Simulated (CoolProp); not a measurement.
Toluene along the isobar 14.5 MPa: Z from the reference equation and from simpler models built on Tc = 591.7 K, pc = 4.126 MPa, ω = 0.266; each cubic takes its own stable root.

Values from CoolProp's reference Helmholtz-energy equation of state, Lemmon 2006. It is a short technical equation, of lower accuracy than the large ones.

```json
[
 {"T (K)": "261.4", "phase": "liquid", "reference": "0.6792"},
 {"T (K)": "278.8", "phase": "liquid", "reference": "0.6477"},
 {"T (K)": "296.1", "phase": "liquid", "reference": "0.6203"},
 {"T (K)": "313.5", "phase": "liquid", "reference": "0.5963"},
 {"T (K)": "330.8", "phase": "liquid", "reference": "0.5752"},
 {"T (K)": "348.2", "phase": "liquid", "reference": "0.5565"},
 {"T (K)": "365.6", "phase": "liquid", "reference": "0.5401"},
 {"T (K)": "382.9", "phase": "liquid", "reference": "0.5258"},
 {"T (K)": "400.3", "phase": "liquid", "reference": "0.5131"},
 {"T (K)": "417.6", "phase": "liquid", "reference": "0.5022"},
 {"T (K)": "435", "phase": "liquid", "reference": "0.4927"}
]
```

Question: How far does each simpler model (van der Waals, Redlich-Kwong, Soave-Redlich-Kwong, Peng-Robinson) lie from the reference over these 11 states: mean and median of the absolute difference, and the worst?

Answer: 
- van der Waals: mean 63.1 %, median 63.1 %, worst +68.0 % at 261.4 K and 14.5 MPa
- Redlich-Kwong: mean 13.6 %, median 13.4 %, worst +14.7 % at 261.4 K and 14.5 MPa
- Soave-Redlich-Kwong: mean 11.2 %, median 10.9 %, worst +13.2 % at 261.4 K and 14.5 MPa
- Peng-Robinson: mean 1.3 %, median 1.3 %, worst -2.2 % at 435 K and 14.5 MPa
